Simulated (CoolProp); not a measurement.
Saturation properties of n-undecane (Tc = 638.8 K, pc = 19.90 bar, ω = 0.539).

Model: reference Helmholtz-energy equation of state, Aleksandrov 2011, in CoolProp. It is a short technical equation, of lower accuracy than the large ones.

```tsv
T (K)	p (bar)	enthalpy of vaporisation (kJ/kg)	liquid cp (kJ/(kg K))	surface tension (mN/m)
343.3	0.01045	335.7	2.373	20.1
360	0.02431	326.6	2.437	18.6
376.6	0.05131	317.6	2.502	17.2
393.2	0.1001	308.6	2.569	15.7
409.9	0.1830	299.5	2.636	14.3
426.5	0.3144	290.2	2.705	13.0
443.2	0.5152	280.6	2.774	11.7
459.8	0.8055	270.7	2.844	10.4
```

It boils at 468.9 K under 1 atm.

Surface tension comes from a separate correlation (Mulero 2014).
